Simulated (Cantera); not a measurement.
## Equilibrium for sublimation and decomposition of ceramics: SiC + Si + H2

Charge: 1 mol SiC, 0.13 mol Si, 9.9 mol H2, equilibrated at 44.0 Pa.

Method: chemical equilibrium by Gibbs-energy minimisation in Cantera with the NASA 1993 tables (ideal gas, pure condensed phases). Candidate condensed phases: C, C6H6, C7H8, C8H18, Si, SiC; 87 gas species. Mutual solubility and eutectic melting of coexisting phases are not modelled. Gases not in the tables: Si2H6 and higher silanes. Equilibrium is a limit: real reactors are often held back by kinetics, nucleation or transport.

From 1698 K to 1773 K the condensed part is Si(l) + SiC(s). From 1848 K to 1998 K the condensed part is SiC(s). From 2073 K to 2148 K the condensed part is C(graphite) + SiC(s). At 2223 K the condensed part is C(graphite). The main Si-bearing gas is Si throughout. The share of Si in condensed phases is highest at 1698 K (98.6 %) and lowest at 2223 K (0.0 %).

```tsv
T (K)	x H2	x H	x Si	x SiC2	x Si2C	x C2H2 (acetylene)	n Si(l)	n SiC(s)	n C(graphite)
1698	0.992	0.00686	0.00149	2.49e-9	8.90e-6	1.54e-8	0.114	1.000	0
1773	0.981	0.0134	0.00484	2.71e-8	4.44e-5	6.20e-8	0.0788	1.000	0
1848	0.962	0.0248	0.0122	2.85e-7	0.000166	3.03e-7	0	0.998	0
1923	0.944	0.0436	0.0122	5.78e-6	0.000238	7.11e-6	0	0.997	0
1998	0.914	0.0731	0.0123	9.24e-5	0.000334	0.000127	0	0.992	0
2073	0.865	0.117	0.0161	0.000926	0.000594	0.00106	0	0.932	0.0186
2148	0.772	0.175	0.0456	0.00358	0.00223	0.00148	0	0.507	0.351
2223	0.662	0.249	0.0754	0.00790	0.00300	0.00192	0	0	0.715
```
x: gas mole fraction; n: condensed amount in mol.
